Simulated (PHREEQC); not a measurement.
1 kg of water holding 0.038 mol/kgw K2SO4, 0.0078 mol/kgw MgSO4 and 0.63 mol/kgw Na2SO4 is evaporated at 25 °C; the solids stay in contact with the brine. No CO2 enters from the air. Solids allowed: Arcanite, Bloedite, Brucite, Epsomite, Glaserite, Hexahydrite, Kieserite, Leonite, Mirabilite, Misenite, Schoenite, Thenardite. Others were left out.

All values are PHREEQC results (Pitzer model, pitzer.dat), not measurements.

### Question
Predict ionic strength, Mirabilite (mol), K in solution (mol/kgw) at water left (kg) = 0.8219, 0.2233, 0.04797.

### Answer
| water left (kg) | ionic strength | Mirabilite (mol) | K in solution (mol/kgw) |
|---|---|---|---|
| 0.8219 | 2.48 | 0 | 0.0925 |
| 0.2233 | 6.88 | 0.167 | 0.340 |
| 0.04797 | 9.18 | 0.514 | 1.05 |

Complexes and solids missing from the database can't appear.
